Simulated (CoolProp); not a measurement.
Vapour-liquid equilibrium of R152A (1) + n-pentane (2) at 265.7 K; x and y are mole fractions of (1).

Model: multi-fluid Helmholtz-energy mixture model, Outcalt 1996 and Thol 2019; pair parameters Bell 2016, in CoolProp.

Question: Give the bubble pressure and the first vapour's composition at x = 0.25, 0.45, 0.55. Is there an azeotrope?

Answer: x = 0.25: 143.0 kPa, y = 0.894; x = 0.45: 166.3 kPa, y = 0.915; x = 0.55: 170.9 kPa, y = 0.919. No azeotrope shows between x = 0.05 and 0.95.

The pair parameters rest on a limited set of measurements; away from them the model extrapolates. With so large a gap from Raoult's law the liquid may split in two, which this calculation doesn't test in full.
